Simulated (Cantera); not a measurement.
Standard-state values (1 bar) from the NASA 1993 polynomials, evaluated with Cantera. Values are per mole of reaction as written; species without (g) are pure solids or liquids, kept so even where they would boil at 1 bar. VN: taken at fixed stoichiometry.

Between 300 and 2173 K, where is each reaction favourable under standard conditions?
- 4 NO(g) + 2 V₂O₃ → 4 VN + 5 O₂(g)
- 5 V₂O₃ + N₂O(g) → 4 V₂O₄ + 2 VN
- V₂O₅ + H(g) → OH(g) + 2 VO₂(g)


- 4 NO(g) + 2 V₂O₃ → 4 VN + 5 O₂(g): ΔG° is 1163 kJ at 300 K and 977 kJ at 2173 K; it stays positive (K < 1). ΔH° is 1148 kJ and ΔS° 78 J/K at 2173 K.
- 5 V₂O₃ + N₂O(g) → 4 V₂O₄ + 2 VN: ΔG° is -64 kJ at 300 K and 74 kJ at 2173 K; it changes sign between 673 and 823 K. ΔH° is 369 kJ and ΔS° 136 J/K at 2173 K.
- V₂O₅ + H(g) → OH(g) + 2 VO₂(g): ΔG° is 766 kJ at 300 K and 105 kJ at 2173 K; it stays positive (K < 1). ΔH° is 728 kJ and ΔS° 287 J/K at 2173 K.
